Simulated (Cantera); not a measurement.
An adiabatic, constant-volume homogeneous reactor starts with CO : H₂ : CH₄ : O₂ : N₂ = 1 : 0.48 : 0.28 : 1.3 : 4.89 (molar parts), equivalence ratio 1.0, at 1425 K and 0.230 bar. Integrator tolerance rtol = 1e-08.

Detailed kinetics in Cantera: GRI-Mech 3.0 (53 species, 325 reactions).

What does this change do: pressure from 0.230 bar to 3.00 bar?


| quantity | before | after |
|---|---|---|
| time of steepest temperature rise | 0.284 ms | 31.0 µs |
| temperature at 0.300 s | 2748 K | 2979 K |
| equilibrium temperature | 2748 K | 2979 K |
| x(CO) at 0.300 s | 0.0828 (gas-phase equilibrium 0.0828) | 0.0725 (gas-phase equilibrium 0.0725) |
| x(H₂) at 0.300 s | 0.0149 (gas-phase equilibrium 0.0149) | 0.0115 (gas-phase equilibrium 0.0115) |
| x(CH₄) at 0.300 s | <1e-12 (gas-phase equilibrium <1e-12) | <1e-12 (gas-phase equilibrium <1e-12) |
| x(NO₂) at 0.300 s | 2.28e-6 (gas-phase equilibrium 2.28e-6) | 7.84e-6 (gas-phase equilibrium 7.84e-6) |
| x(OH) at 0.300 s | 0.0231 (gas-phase equilibrium 0.0231) | 0.0205 (gas-phase equilibrium 0.0205) |

What does this change do: 0.41 parts H2O added?


```
quantity                                                            before                                    after
---------------------------------  ---------------------------------------  ---------------------------------------
time of steepest temperature rise                                 0.284 ms                                 0.304 ms
temperature at 0.300 s                                              2748 K                                   2699 K
equilibrium temperature                                             2748 K                                   2699 K
x(CO) at 0.300 s                     0.0828 (gas-phase equilibrium 0.0828)    0.0721 (gas-phase equilibrium 0.0721)
x(H₂) at 0.300 s                     0.0149 (gas-phase equilibrium 0.0149)    0.0179 (gas-phase equilibrium 0.0179)
x(CH₄) at 0.300 s                    <1e-12 (gas-phase equilibrium <1e-12)    <1e-12 (gas-phase equilibrium <1e-12)
x(NO₂) at 0.300 s                  2.28e-6 (gas-phase equilibrium 2.28e-6)  1.99e-6 (gas-phase equilibrium 1.99e-6)
x(OH) at 0.300 s                     0.0231 (gas-phase equilibrium 0.0231)    0.0237 (gas-phase equilibrium 0.0237)
```
